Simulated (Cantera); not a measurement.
**Gas-phase reforming**

A perfectly stirred reactor is fed with CH₄ : H₂O = 1 : 1.6 (molar parts), at 6.12 atm; it is held at 1450 K, and followed from long to short residence time.

Detailed kinetics in Cantera: GRI-Mech 3.0 (53 species, 325 reactions).

| τ (s) | x CH₄ | x H₂O | x C₂H₂ | x O | x CH₃ |
|---|---|---|---|---|---|
| 0.36 | 0.251 | 0.553 | 0.0315 | <1e-12 | 3.50e-5 |
| 0.19 | 0.284 | 0.571 | 0.0253 | <1e-12 | 3.90e-5 |
| 0.10 | 0.316 | 0.587 | 0.0175 | <1e-12 | 4.43e-5 |
| 0.057 | 0.339 | 0.597 | 0.0111 | <1e-12 | 4.89e-5 |
| 0.031 | 0.357 | 0.605 | 0.00572 | <1e-12 | 5.29e-5 |
| 0.017 | 0.369 | 0.610 | 0.00245 | <1e-12 | 5.50e-5 |
| 0.0089 | 0.376 | 0.613 | 0.000767 | <1e-12 | 5.47e-5 |
| 0.0048 | 0.380 | 0.615 | 0.000198 | <1e-12 | 5.19e-5 |
x: mole fraction; the columns are a selection and need not sum to one.
